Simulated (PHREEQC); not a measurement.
0.021 g of hydrous ferric oxide (600 m²/g; 0.2 weak and 0.005 strong sites per Fe, Dzombak-Morel constants, diffuse double layer) in 1 kg of water with 0.01 mol/kgw of an inert sodium salt, at 25 °C; the pH is set by adding NaOH or the inert anion's acid. Oxygen alone is held at its pressure in air (log pO2 = -0.68). No CO2 enters from the air. Nothing may precipitate in this run.

Equilibrium calculation in PHREEQC: ion-association model, wateq4f.dat.

```json
[
 {"pH": "4", "surface charge σ (C/m²)": "0.216", "surface potential ψ (mV)": "185"},
 {"pH": "4.5", "surface charge σ (C/m²)": "0.160", "surface potential ψ (mV)": "170"},
 {"pH": "5", "surface charge σ (C/m²)": "0.113", "surface potential ψ (mV)": "…"},
 {"pH": "5.5", "surface charge σ (C/m²)": "0.077", "surface potential ψ (mV)": "132"},
 {"pH": "6", "surface charge σ (C/m²)": "0.049", "surface potential ψ (mV)": "110"},
 {"pH": "6.5", "surface charge σ (C/m²)": "0.030", "surface potential ψ (mV)": "86"},
 {"pH": "7", "surface charge σ (C/m²)": "0.017", "surface potential ψ (mV)": "61"},
 {"pH": "7.5", "surface charge σ (C/m²)": "…", "surface potential ψ (mV)": "…"},
 {"pH": "8", "surface charge σ (C/m²)": "0.001", "surface potential ψ (mV)": "6"},
 {"pH": "8.5", "surface charge σ (C/m²)": "-0.005", "surface potential ψ (mV)": "-22"},
 {"pH": "9", "surface charge σ (C/m²)": "…", "surface potential ψ (mV)": "…"},
 {"pH": "9.5", "surface charge σ (C/m²)": "…", "surface potential ψ (mV)": "-75"},
 {"pH": "10", "surface charge σ (C/m²)": "-0.040", "surface potential ψ (mV)": "-100"}
]
```

What belongs in the gaps?


- 5, surface potential ψ (mV): 152
- 7.5, surface charge σ (C/m²): 0.008
- 7.5, surface potential ψ (mV): 34
- 9, surface charge σ (C/m²): -0.013
- 9, surface potential ψ (mV): -49
- 9.5, surface charge σ (C/m²): -0.024
